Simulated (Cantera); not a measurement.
Charge: 1 mol Pb, 0.22 mol N2, at 900 °C and 24.0 mbar.

Method: chemical equilibrium by Gibbs-energy minimisation in Cantera with the NASA 1993 tables (ideal gas, pure condensed phases). Candidate condensed phases: Pb; 4 gas species. Rates play no part.

What is the equilibrium state?


| Quantity | Result |
|---|---|
| x(N2) | 0.982 |
| x(Pb) | 0.0176 |
| n(Pb(l)) | 0.996 mol |
| gas amount | 0.2239 mol |
